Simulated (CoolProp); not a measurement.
A simple Rankine cycle with tetrahydrofuran: condensing at 331.15 K, boiler at 0.659 MPa, turbine inlet 426 K, turbine efficiency 0.6, pump efficiency 0.7, no recuperator. Each further row changes one setting.

Model: reference Helmholtz-energy equation of state, Fiedler 2023, in CoolProp.

```tsv
case	thermal efficiency (%)	net work (kJ/kg)	heat in (kJ/kg)	turbine exit temperature (K)	volume ratio over the turbine
as stated	9.9	53.8	541	380.7	8.27
turbine inlet 446 K	9.9	57.1	575	401.7	8.22
condensing temperature 323.15 K	10.9	60.4	556	375.6	10.8
boiler pressure 0.461 MPa	8.5	46.4	546	389.5	5.72
turbine efficiency 0.5	8.2	44.6	541	387.1	8.41
```
